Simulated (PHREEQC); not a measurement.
A solution holds 0.0023 mol/kgw CuSO4, 0.0016 mol/kgw HBF4 and 0.00063 mol/kgw FeCl3, at 25 °C. Closed to the air; pH follows from the charge balance.

Model: ion-association model, phreeqc.dat, run in PHREEQC.

| Property | Result |
|---|---|
| pH | 2.64 |
| ionic strength | 0.0105 mol/kgw |
| total alkalinity | -7.66 meq/kg |

| species | molality | activity | log γ |
|---|---|---|---|
| H+ | 0.00251 | 0.00229 | -0.040 |
| HF | 0.00215 | 0.00216 | 0.001 |
| Cu+2 | 0.00197 | 0.00132 | -0.174 |
| Cl- | 0.00188 | 0.00169 | -0.046 |
| SO4-2 | 0.00171 | 0.00113 | -0.180 |
| H3BO3 | 0.00106 | 0.00106 | 0.001 |

Precipitation was switched off in this run. The solution is supersaturated, for example in Hematite (slow to form), Goethite (slow to form), so a real one may precipitate; this is no full list. Real BF4- forms and hydrolyses slowly; the run takes it at equilibrium. Fluoro complexes past AlF4- and FeF3 are missing from the database.
